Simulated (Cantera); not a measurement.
An isothermal, constant-pressure homogeneous reactor starts with C₂H₄ : O₂ : N₂ : H₂O = 0.0024 : 0.0043 : 1 : 0.0029 (molar parts), equivalence ratio 1.7, at 1050 K and 760 Torr.

Detailed kinetics in Cantera: GRI-Mech 3.0 (53 species, 325 reactions). GRI-Mech 3.0 was tuned for natural gas; its chemistry of ethylene as a main component is partial and can be far from experiment.

One state of this run: x C₂H₄ = 0.000691; x O₂ = 0.00183; x H₂ = 0.000974; x HO₂ = 1.49e-6; x CH₂O = 2.79e-5. x: mole fraction; the columns are a selection and need not sum to one.

Q: Which value of t (s) does it belong to?
A. 0.102
B. 0.00521
C. 0.000266
D. 0.00118

A: A, 0.102
